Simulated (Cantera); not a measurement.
A freely propagating, adiabatic, planar premixed flame of CO : H₂ : CH₄ : O₂ : N₂ = 1 : 0.16 : 0.059 : 0.465 : 1.75 (molar parts), equivalence ratio 1.5, unburnt at 625 K and 4280 Torr; unity-Lewis-number transport, grid criteria slope 0.08 and curve 0.16, no radiation.

Detailed kinetics in Cantera: GRI-Mech 3.0 (53 species, 325 reactions). Unity Lewis numbers drop preferential diffusion, which matters most where H2 and H carry the flame. Burning velocities carry a grid error of a few per cent, more on coarse grids.

x: mole fraction of selected species; z is measured from the peak of heat release.

| z (mm) | T (K) | u (m/s) | x CO | x H₂ | x CH₄ | x CH₃ | x H₂O₂ | x NO |
|---|---|---|---|---|---|---|---|---|
| -0.183 | 625 | 1.64 | 0.291 | 0.0466 | 0.0172 | <1e-8 | <1e-8 | <1e-8 |
| -0.122 | 625 | 1.64 | 0.291 | 0.0466 | 0.0172 | <1e-8 | 9.86e-8 | <1e-8 |
| -0.0913 | 627 | 1.65 | 0.291 | 0.0465 | 0.0172 | 1.84e-8 | 4.37e-7 | 1.23e-8 |
| -0.0609 | 641 | 1.68 | 0.291 | 0.0462 | 0.0170 | 1.90e-7 | 3.15e-6 | 9.52e-8 |
| -0.0304 | 800 | 2.09 | 0.284 | 0.0422 | 0.0148 | 1.19e-5 | 2.51e-5 | 1.32e-6 |
| -0.0152 | 1131 | 2.91 | 0.269 | 0.0331 | 0.00988 | 0.000124 | 3.13e-5 | 4.97e-6 |
| 0 | 1577 | 3.98 | 0.239 | 0.0183 | 0.00239 | 0.000217 | 3.59e-6 | 1.29e-5 |
| 0.0152 | 1842 | 4.59 | 0.206 | 0.0110 | 0.000117 | 2.52e-5 | 1.31e-6 | 2.52e-5 |
| 0.0304 | 1985 | 4.89 | 0.185 | 0.0111 | 2.84e-6 | 9.46e-7 | 8.20e-7 | 3.77e-5 |
| 0.0609 | 2139 | 5.21 | 0.170 | 0.0118 | <1e-8 | <1e-8 | (withheld) | (withheld) |
| 0.122 | 2278 | 5.49 | 0.160 | 0.0111 | <1e-8 | <1e-8 | (withheld) | (withheld) |
| 0.243 | 2385 | 5.70 | 0.153 | 0.0102 | <1e-8 | <1e-8 | 1.76e-7 | 0.000111 |
| 0.487 | 2457 | 5.84 | 0.148 | 0.00956 | <1e-8 | <1e-8 | 1.03e-7 | 0.000146 |

What belongs in the gaps?


- 0.0609, x H₂O₂: 4.82e-7
- 0.0609, x NO: 5.69e-5
- 0.122, x H₂O₂: 2.88e-7
- 0.122, x NO: 8.13e-5
